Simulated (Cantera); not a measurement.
A Cantera script and what it prints.

```python
import numpy as np
import cantera as ct

gas_names = """
    Br Br2 H HBr H2 N NH NH2 NH3 N2 N2H2 N2H4 Si SiBr SiBr2 SiBr3 SiBr4 SiH SiHBr3 SiH2 SiH2Br2 SiH3
    SiH3Br SiH4 SiN Si2 Si2N Si3
""".split()
cond_names = """
    Br2(cr) Br2(L) Si(cr) Si(L) Si3N4(a)
""".split()


# ... load() reads the species with a 1 bar reference pressure and builds the phases ...
atoms = {
    'Si': {'Si': 1},
    'HBr': {'H': 1, 'Br': 1},
    'N2': {'N': 2},
}
top_T = {'Si3N4(a)': 2400}  # K; cautious upper limits of use, not melting points


# ... equilibrate(T, P, feed) seeds the gas with the atoms and calls Mixture.equilibrate('TP', solver="vcs", rtol=1e-11, max_steps=5000) ...
results = []
feed = {'Si': 1, 'HBr': 1.2, 'N2': 13}  # mol
P = 29  # Pa
for T in [748, 823, 898, 973, 1048, 1123, 1198, 1273, 1348, 1423, 1498, 1573, 1648, 1723]:
    mix = equilibrate(T, P, feed)
    results.append((T, P, feed, dict(zip(mix.species_names, mix.species_moles))))

top = {s: max(r[3][s] / sum(r[3][g] for g in gas_names) for r in results) for s in gas_names}
cols = sorted((s for s in top if top[s] > 0.0001), key=lambda s: -top[s])[:5]
seen = [c for c in cond_names if any(r[3].get(c, 0) > 1e-12 for r in results)]
print("log10 of partial pressures in bar; condensed amounts in mol")
print(f"{'T/K':>10s}" + "".join(f"{s[:9]:>10s}" for s in cols + seen))
for T, P, feed, n in results:
    ng = sum(n[g] for g in gas_names)
    print(f"{T:10.4g}" + "".join(f"{np.log10(max(n[s] / ng * P / 1e5, 1e-99)):10.3f}" for s in cols)
          + "".join(f"{n.get(c, 0):10.4g}" for c in seen))
```

It prints:

```
log10 of partial pressures in bar; condensed amounts in mol
       T/K        N2       HBr        Br        H2     SiBr2    Si(cr)     Si(L)  Si3N4(a)
       748    -3.577    -4.649    -9.837    -5.783   -13.054         0         0    0.3205
       823    -3.577    -4.646    -8.863    -5.803   -11.304         0         0    0.3211
       898    -3.577    -4.644    -8.051    -5.817    -9.849         0         0    0.3215
       973    -3.577    -4.643    -7.364    -5.827    -8.624         0         0    0.3219
      1048    -3.577    -4.643    -6.780    -5.828    -7.585         0         0    0.3222
      1123    -3.577    -4.647    -6.290    -5.801    -6.723         0         0    0.3214
      1198    -3.578    -4.666    -5.919    -5.693    -6.088         0         0    0.3156
      1273    -3.579    -4.720    -5.679    -5.493    -5.706         0         0    0.3007
      1348    -3.580    -4.812    -5.516    -5.303    -5.471         0         0    0.2793
      1423    -3.580    -4.938    -5.397    -5.165    -5.317         0         0    0.2566
      1498    -3.581    -5.087    -5.310    -5.073    -5.222         0         0    0.2372
      1573    -3.582    -5.251    -5.246    -5.016    -5.167         0         0    0.2218
      1648    -3.583    -5.348    -5.111    -5.014    -5.238     0.683         0         0
      1723    -3.587    -5.411    -4.961    -5.012    -5.371         0    0.7052         0
```

Equilibrium computed with Cantera from the NASA thermochemical tables; the gas is ideal and each condensed phase is pure. N2 is the only nitrogen source here; it is nearly inert below about 1500 K, so the nitride shown seldom forms there in practice. The tables' values for SiBr, SiBr3, SiN are old estimates; treat these amounts as uncertain.
